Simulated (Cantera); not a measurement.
An isothermal, constant-pressure homogeneous reactor starts with 0.217 % CO, 0.227 % O2, 0.533 % H2O, 98.8 % N2, 0.227 % H2, equivalence ratio 0.98, at 1523 K and 1.01 bar.

Detailed kinetics in Cantera: GRI-Mech 3.0 (53 species, 325 reactions).

One state of this run: x CO = 2.91e-6; x O2 = 5.07e-5; x H2O = 0.00762; x O = 5.40e-8; x HO2 = 1.76e-10; x OH = 3.84e-6; x NO = 2.35e-6. x: mole fraction; the columns are a selection and need not sum to one.

Q: Which value of t (s) does it belong to?
A) 13.7
B) 0.711
C) 60.0
D) 3.12

A: A, 13.7
